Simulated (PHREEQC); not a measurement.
Consider water at 80 °C with 0.0048 mol/kgw Cu(BF4)2 and 0.0052 mol/kgw H2SO4. Closed to the air; pH follows from the charge balance.

Equilibrium calculation in PHREEQC: ion-association model, wateq4f.dat.

Precipitation was switched off in this run.

Q: Order these F species by the share of F that they hold, largest first: F-, BF4-, HF, BF2(OH)2-, BF3OH-.

A: BF4- (59 %), HF (33 %), BF3OH- (4.0 %), BF2(OH)2- (2.0 %), F- (1.8 %)

Q: Order these Cu species by the share of Cu that they hold, largest first: CuF+, CuSO4, Cu+2.

A: Cu+2 (85 %), CuSO4 (15 %), CuF+ (0.89 %)

The pH is 2.31 and the ionic strength 0.0198 mol/kgw. Away from 25 °C the constants follow the database's enthalpies or fits; those with neither stay at their 25 °C values. Real BF4- forms and hydrolyses slowly; the run takes it at equilibrium.
